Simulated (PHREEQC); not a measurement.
0.048 g of hydrous ferric oxide (600 m²/g; 0.2 weak and 0.005 strong sites per Fe, Dzombak-Morel constants, diffuse double layer) in 1 kg of water with 0.05 mol/kgw of an inert sodium salt and 0.023 mmol/kgw NiCl2, at 25 °C; the pH is set by adding NaOH or the inert anion's acid. O2 is buffered at 0.21 atm. CO2 from the air is kept out. No solid was allowed to form.

Computed with PHREEQC (ion-association model, wateq4f.dat).

```csv
pH,Ni sorbed (%),surface charge σ (C/m²),surface potential ψ (mV)
3,0.0,0.357,169
3.5,0.0,0.335,?
4,0.0,0.294,160
4.5,0.0,0.238,?
5,0.1,0.181,135
5.5,?,?,118
6,3.2,0.090,100
6.5,9.6,0.059,80
7,?,0.037,59
7.5,48.2,0.023,41
8,81.3,0.013,24
8.5,?,0.002,3
9,99.5,-0.011,-21
```

Task: What belongs in the gaps?

Result: 
- 3.5, surface potential ψ (mV): 166
- 4.5, surface potential ψ (mV): 149
- 5.5, Ni sorbed (%): 0.6
- 5.5, surface charge σ (C/m²): 0.130
- 7, Ni sorbed (%): 20.3
- 8.5, Ni sorbed (%): 96.4

The oxide is taken as insoluble; below pH 4 it would dissolve.
